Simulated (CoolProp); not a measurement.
Properties of CH3F (R41) along the isotherm 327.4 K (Tc = 317.3 K, pc = 5.906 MPa, ω = 0.200).

Values from CoolProp's reference Helmholtz-energy equation of state, Lemmon 2006. It is a short technical equation, of lower accuracy than the large ones.

| p (MPa) | phase | density (kg/m³) | Joule-Thomson coefficient (K/MPa) | isothermal compressibility (1/MPa) | fugacity coefficient |
|---|---|---|---|---|---|
| 1.85 | gas | 26.21 | 13.26 | 0.6171 | 0.8920 |
| 3.69 | gas | 61.73 | 12.54 | 0.3791 | 0.7902 |
| 5.54 | gas | 120.9 | 11.26 | 0.3795 | 0.6913 |
| 7.38 | supercritical | 335.9 | 5.836 | 0.5754 | 0.5895 |
| 9.23 | supercritical | 474.6 | 2.241 | 0.06747 | 0.4979 |
| 11.1 | supercritical | 517.8 | 1.420 | 0.03362 | 0.4339 |
| 12.9 | supercritical | 544.1 | 1.036 | 0.02286 | 0.3895 |
| 14.8 | supercritical | 564.9 | 0.7864 | 0.01719 | 0.3543 |
